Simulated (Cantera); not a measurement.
Mixture: CH4 : O2 : N2 = 1 : 1.25 : 4.7 (molar parts), at 5.00 bar, adiabatic and at constant pressure. Ignition delay is the time to a rise of 400 K.

Computed with Cantera and GRI-Mech 3.0 (53 species, 325 reactions).

| quantity | before | after |
|---|---|---|
| delay at 1225 K | 9.35 ms | 41.7 ms |
| delay at 1275 K | 5.04 ms | 21.1 ms |
| delay at 1325 K | 2.78 ms | 11.0 ms |
| delay at 1375 K | 1.58 ms | 5.91 ms |
| delay at 1425 K | 0.912 ms | 3.27 ms |
| delay at 1475 K | 0.538 ms | 1.87 ms |
| delay at 1525 K | 0.324 ms | 1.11 ms |
| apparent activation energy between 1425 and 1525 K | 190 kJ/mol | 200 kJ/mol |

Task: Which change was made?
A) pressure from 5.00 bar to 9.20 bar
B) pressure from 5.00 bar to 1.00 bar
C) pressure from 5.00 bar to 2.60 bar
D) O2 1.25 to 1.7 parts

Result: B, pressure from 5.00 bar to 1.00 bar
